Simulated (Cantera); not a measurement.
A closed system holds: 1 mol Si2H6, 110 mol H2, held at 1423.15 K and 13.3 mbar.

Equilibrium computed with Cantera from the NASA thermochemical tables; the gas is ideal and each condensed phase is pure. Candidate condensed phases: Si; 9 gas species. The feed counts by its element totals alone. Kinetics and transport are ignored.

Base state: H2 1.000, H 5.76e-5 (mole fractions); condensed: Si(s).

Problem. What changes in the equilibrium state with this change: Si2H6 replaced by SiHCl3?

Solution. 
```tsv
species	before	after
H2	1.000	0.975
HCl	0	0.0233
SiCl2	0	0.00168
SiCl3	0	1.93e-5
H	5.76e-5	5.69e-5
Si(s), mol	2.00	0.808
```
The tables' values for SiCl3 are old estimates; treat these amounts as uncertain.
